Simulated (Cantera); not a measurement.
Feed: 1 mol SiHCl₃, 0.4 mol C₂H₂, 2.3 mol H₂, held at 2673 K and 1.20 mbar.

Cantera equilibrium calculation (NASA polynomials, part measured and part estimated; ideal gas, pure solids and liquids). Candidate condensed phases: C, C₆H₆, C₇H₈, C₈H₁₈, Si, SiC; 109 gas species. The tables' values for SiCl are old estimates; treat these amounts as uncertain. Kinetics and transport are ignored.

Base state: H 0.451, Cl 0.258, H₂ 0.0929, Si 0.0773, HCl 0.0762, SiC₂ 0.0319, C₃ 0.00511, C₂H₂ (acetylene) 0.00199 (mole fractions); condensed: C(graphite).

### Question
What changes in the equilibrium state with this change: pressure from 1.20 mbar to 1.50 mbar?

### Answer
```tsv
species	before	after
H	0.451	0.430
Cl	0.258	0.252
H₂	0.0929	0.106
HCl	0.0762	0.0889
Si	0.0773	0.0786
SiC₂	0.0319	0.0324
SiCl₂	0.000471	0.000716
Si₂	1.53e-5	1.97e-5
Si₂C	0.000279	0.000360
C(graphite), mol	0.0168	0.0521
```

### Question
What changes in the equilibrium state with this change: H₂ from 2.3 to 1800 mol?

### Answer
| species | before | after |
|---|---|---|
| H | 0.451 | 0.745 |
| H₂ | 0.0929 | 0.253 |
| Cl | 0.258 | 0.000701 |
| SiC₂ | 0.0319 | 1.30e-6 |
| Si | 0.0773 | 0.000345 |
| HCl | 0.0762 | 0.000342 |
| SiCl₂ | 0.000471 | <1e-9 |
| Si₂C | 0.000279 | <1e-9 |
| SiCl | 0.00174 | 2.11e-8 |
| C(graphite), mol | 0.0168 | 0 |

### Question
What changes in the equilibrium state with this change: SiHCl₃ replaced by SiH₂Cl₂?

### Answer
| species | before | after |
|---|---|---|
| H | 0.451 | 0.525 |
| Cl | 0.258 | 0.168 |
| H₂ | 0.0929 | 0.126 |
| HCl | 0.0762 | 0.0577 |
| Si | 0.0773 | 0.0789 |
| SiC₂ | 0.0319 | 0.0325 |
| SiCl₂ | 0.000471 | 0.000203 |
| SiCl | 0.00174 | 0.00116 |
| C₂H₂ (acetylene) | 0.00199 | 0.00269 |
| C₄H₂ | 1.76e-5 | 2.38e-5 |
| C(graphite), mol | 0.0168 | 0 |
